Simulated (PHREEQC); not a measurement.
A made-up water analysis in mmol/kgw, 25 °C, pH 2.53, pe 9.2:

| constituent | mmol/kgw |
|---|---|
| Na | 4.5 |
| K | 0.0962 |
| Ca | 1.65 |
| Mg | 0.0503 |
| Cl | 0.475 |
| S(6) | 6.82 |
| Cu(2) | 0.0166 |
| Mn(2) | 0.011 |
| Fe(3) | 0.0035 |
| Si | 0.0288 |

Na is adjusted to close the charge balance.
Valence states are taken as typed.

Equilibrium calculation in PHREEQC: ion-association model, wateq4f.dat.

No solid was allowed to form.

### Question
Predict the ionic strength.

### Answer
ionic strength 0.0185 mol/kgw.

### Question
In which forms is S present?

### Answer
SO4-2 77 %, HSO4- 15 %, CaSO4 6.5 %, NaSO4- 1.4 % of the S.

The solution is supersaturated, for example in Hematite (slow to form), Goethite (slow to form), so a real one may precipitate; this is no full list. Species that the database lacks are ignored.
